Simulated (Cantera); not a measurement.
Input: 1 mol SiHCl3, 3.2 mol N2, 0.36 mol H2, equilibrated at 700 °C and 0.000200 bar.

These are equilibrium values from Cantera (NASA tables, ideal gas, pure condensed phases), not measurements of a reactor. Candidate condensed phases: NH4Cl, Si, Si3N4; 28 gas species. N2 is the only nitrogen source here; it is nearly inert below about 1500 K, so the nitride shown seldom forms there in practice. The tables' values for SiCl3 are old estimates; treat these amounts as uncertain. Rates play no part.

Base state: N2 0.592, HCl 0.276, SiCl4 0.0884, H2 0.0428, SiCl3 0.000321, SiHCl3 7.70e-5, SiCl2 3.33e-5 (mole fractions); condensed: Si3N4(s).

**Question.** What changes in the equilibrium state with this change: SiHCl3 replaced by SiCl4?

**Answer.** 
```json
[
 {"species": "N2", "before": "0.592", "after": "0.670"},
 {"species": "SiCl4", "before": "0.0884", "after": "0.181"},
 {"species": "HCl", "before": "0.276", "after": "0.141"},
 {"species": "H2", "before": "0.0428", "after": "0.00749"},
 {"species": "SiCl3", "before": "0.000321", "after": "0.000537"},
 {"species": "SiHCl3", "before": "7.70e-5", "after": "5.40e-5"},
 {"species": "SiCl2", "before": "3.33e-5", "after": "4.57e-5"},
 {"species": "Si3N4(s), mol", "before": "0.193", "after": "0.0540"}
]
```
